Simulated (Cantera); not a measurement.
An isothermal, constant-pressure homogeneous reactor starts with NO : N₂ = 1 : 2.5 (molar parts), at 1573 K and 150000 Pa. Integrator tolerance rtol = 1e-08.

Model: GRI-Mech 3.0 (53 species, 325 reactions), integrated in Cantera.

Problem. What does this change do: temperature 1573 to 1750 K?

Solution. 
| quantity | before | after |
|---|---|---|
| x(NO) at 80.0 s | 0.108 (gas-phase equilibrium 0.00148) | 0.0123 (gas-phase equilibrium 0.00300) |
| x(N₂O) at 80.0 s | 4.32e-6 (gas-phase equilibrium 1.14e-7) | 2.75e-7 (gas-phase equilibrium 2.21e-7) |
| x(O) at 80.0 s | 2.57e-6 (gas-phase equilibrium 3.24e-6) | 2.27e-5 (gas-phase equilibrium 2.31e-5) |
| x(NO₂) at 80.0 s | 0.000373 (gas-phase equilibrium 6.45e-6) | 3.40e-5 (gas-phase equilibrium 8.40e-6) |
| x(O₂) at 80.0 s | 0.0884 (gas-phase equilibrium 0.142) | 0.137 (gas-phase equilibrium 0.141) |
| x(N₂) at 80.0 s | 0.803 (gas-phase equilibrium 0.856) | 0.851 (gas-phase equilibrium 0.856) |
